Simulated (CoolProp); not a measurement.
A single-stage vapour-compression cycle with dimethyl ether: evaporating at 211.15 K (dew point), condensing at 231.15 K (bubble point), superheat 5 K, subcooling 8 K, compressor efficiency 0.8, no pressure losses. Each further row changes one setting.

The numbers come from the reference Helmholtz-energy equation of state, Wu 2011 in CoolProp.

```tsv
case	cooling COP	pressure ratio	discharge temperature (K)	refrigerating effect (kJ/kg)	volumetric capacity (kJ/m³)
as stated	8.10	3.13	263.9	486	180
evaporating temperature 216.15 K	11.3	___	256.1	___	243
condensing temperature 226.15 K	11.0	2.41	___	496	184
subcooling 13 K	8.28	3.13	263.9	496	184
superheat 15 K	7.94	3.13	___	498	___
compressor efficiency 0.7	7.09	3.13	270.2	486	180
```

Question: Complete the blanks.

Answer: 
- evaporating temperature 216.15 K, pressure ratio: 2.30
- evaporating temperature 216.15 K, refrigerating effect (kJ/kg): 491
- condensing temperature 226.15 K, discharge temperature (K): 252.6
- superheat 15 K, discharge temperature (K): 275.0
- superheat 15 K, volumetric capacity (kJ/m³): 176
